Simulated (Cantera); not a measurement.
A closed system holds: 1 mol CH3SiCl3, 0.2 mol C3H8, 170 mol H2, held at 4.20 mbar.

Equilibrium computed with Cantera from the NASA thermochemical tables; the gas is ideal and each condensed phase is pure. Candidate condensed phases: C, C6H6, C7H8, C8H18, Si, SiC; 109 gas species. The feed counts by its element totals alone. Kinetics and transport are ignored. All values below are at 1500 K.

Base state: H2 0.982, HCl 0.0172, H 0.000269, CH4 1.04e-5 (mole fractions); condensed: C(graphite) + SiC(s).

### Question
What changes in the equilibrium state with this change: CH3SiCl3 replaced by SiH2Cl2?

### Answer
```json
[
 {"species": "H2", "before": "0.982", "after": "0.989"},
 {"species": "HCl", "before": "0.0172", "after": "0.0108"},
 {"species": "SiCl2", "before": "7.08e-6", "after": "0.000379"},
 {"species": "CH4", "before": "1.04e-5", "after": "7.69e-8"},
 {"species": "H", "before": "0.000269", "after": "0.000270"},
 {"species": "C(graphite), mol", "before": "0.596", "after": "0"},
 {"species": "SiC(s), mol", "before": "0.999", "after": "0.600"},
 {"species": "Si(s), mol", "before": "0", "after": "0.333"}
]
```
Mutual solubility and eutectic melting of coexisting phases are not modelled.
